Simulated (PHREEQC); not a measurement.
Make-up at 20 °C: 190 mmol/kgw FeSO4 and 6.2 mmol/kgw NaF. Closed to the air; pH follows from the charge balance.

All values are PHREEQC results (ion-association model, phreeqc.dat), not measurements.

No solid was allowed to form.

Question: Predict the pH, ionic strength, density.

Answer: pH 6.02; ionic strength 0.406 mol/kgw; density 1.026 g/cm³.

Question: In which forms is Na present?

Answer: Na+ 90 %, NaSO4- 10 % of the Na.

Fluoro complexes past AlF4- and FeF3 are missing from the database.
